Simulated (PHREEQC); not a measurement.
Consider water at 25 °C with 0.0034 mol KOH and 0.0029 mol Na2SiO3 per kg of water. Closed to the air; pH follows from the charge balance.

Model: ion-association model, phreeqc.dat, run in PHREEQC.

```json
{
 "pH": "11.74",
 "ionic_strength": "0.00934 mol/kgw",
 "total_alkalinity": "9.20 meq/kg"
}
```

```csv
species,molality,activity,log γ
OH-,0.00619,0.00559,-0.044
Na+,0.00580,0.00526,-0.043
K+,0.00340,0.00307,-0.044
H3SiO4-,0.00273,0.00247,-0.044
H2SiO4-2,0.000137,9.29e-5,-0.168
H4SiO4,3.03e-5,3.03e-5,0.001
```

This is a speciation only: nothing precipitates in the calculation.
